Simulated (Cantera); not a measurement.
An isothermal, constant-pressure homogeneous reactor starts with 17.9 % C2H6, 82.1 % N2, at 1950 K and 0.00493 atm.

Detailed kinetics in Cantera: GRI-Mech 3.0 (53 species, 325 reactions). GRI-Mech 3.0 stops at C3 and has no aromatics, soot or wall deposition, so with more carbon than oxygen in the feed, carbon stays in small species such as C2H2 where larger ones or solid carbon would form. Radical loss at walls, strong at low pressure, is not modelled.

x: mole fraction; the columns are a selection and need not sum to one.

```json
[
 {"t (s)": "0.000100", "x C2H6": "0.101", "x H2": "0.0115", "x C2H": "…", "x CH4": "0.00585", "x CH3": "0.0854"},
 {"t (s)": "0.000363", "x C2H6": "0.00924", "x H2": "0.0780", "x C2H": "…", "x CH4": "0.0319", "x CH3": "0.0920"},
 {"t (s)": "0.00132", "x C2H6": "7.37e-5", "x H2": "0.176", "x C2H": "…", "x CH4": "0.0409", "x CH3": "0.0200"},
 {"t (s)": "0.00479", "x C2H6": "1.31e-5", "x H2": "0.213", "x C2H": "…", "x CH4": "0.0330", "x CH3": "0.00651"},
 {"t (s)": "0.0174", "x C2H6": "3.65e-6", "x H2": "0.230", "x C2H": "1.27e-5", "x CH4": "0.0238", "x CH3": "0.00304"},
 {"t (s)": "0.0632", "x C2H6": "1.07e-6", "x H2": "0.244", "x C2H": "1.24e-5", "x CH4": "0.0133", "x CH3": "0.00162"},
 {"t (s)": "0.230", "x C2H6": "1.29e-7", "x H2": "0.257", "x C2H": "…", "x CH4": "0.00361", "x CH3": "0.000620"},
 {"t (s)": "0.835", "x C2H6": "1.84e-9", "x H2": "0.260", "x C2H": "…", "x CH4": "0.000283", "x CH3": "9.79e-5"},
 {"t (s)": "3.03", "x C2H6": "2.32e-12", "x H2": "0.258", "x C2H": "6.26e-5", "x CH4": "7.24e-6", "x CH3": "4.37e-6"},
 {"t (s)": "11.0", "x C2H6": "<1e-12", "x H2": "0.258", "x C2H": "6.60e-5", "x CH4": "1.64e-6", "x CH3": "1.05e-6"},
 {"t (s)": "40.0", "x C2H6": "<1e-12", "x H2": "0.258", "x C2H": "6.60e-5", "x CH4": "1.72e-6", "x CH3": "1.10e-6"}
]
```

Task: Complete the blanks.

Result: 
- 0.000100, x C2H: 5.78e-8
- 0.000363, x C2H: 2.24e-5
- 0.00132, x C2H: 3.62e-5
- 0.00479, x C2H: 1.89e-5
- 0.230, x C2H: 1.78e-5
- 0.835, x C2H: 3.59e-5
